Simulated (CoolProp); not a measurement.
Nitrogen along the isobar 3790 kPa: fugacity coefficient from the reference equation and from simpler models built on Tc = 126.2 K, pc = 3396 kPa, ω = 0.037; each cubic takes its own stable root.

Model: reference Helmholtz-energy equation of state, Span 2000, in CoolProp.

```
T (K)          phase  reference  Redlich-Kwong  Soave-Redlich-Kwong
-----  -------------  ---------  -------------  -------------------
89.2          liquid        ___        0.09261                  ___
126.3  supercritical     0.6155         0.6155               0.6155
163.4  supercritical        ___            ___               0.8430
200.5  supercritical        ___         0.9176                  ___
237.6  supercritical        ___         0.9572                  ___
274.7  supercritical     0.9856         0.9787               0.9909
311.8  supercritical     0.9980         0.9912                1.003
348.8  supercritical      1.005         0.9987                1.010
385.9  supercritical      1.010          1.003                1.014
423    supercritical      1.013          1.006                1.016
```

### Question
What belongs in the gaps?

### Answer

- 89.2, reference: 0.09594
- 89.2, Soave-Redlich-Kwong: 0.09643
- 163.4, reference: 0.8438
- 163.4, Redlich-Kwong: 0.8370
- 200.5, reference: 0.9245
- 200.5, Soave-Redlich-Kwong: 0.9275
- 237.6, reference: 0.9641
- 237.6, Soave-Redlich-Kwong: 0.9689
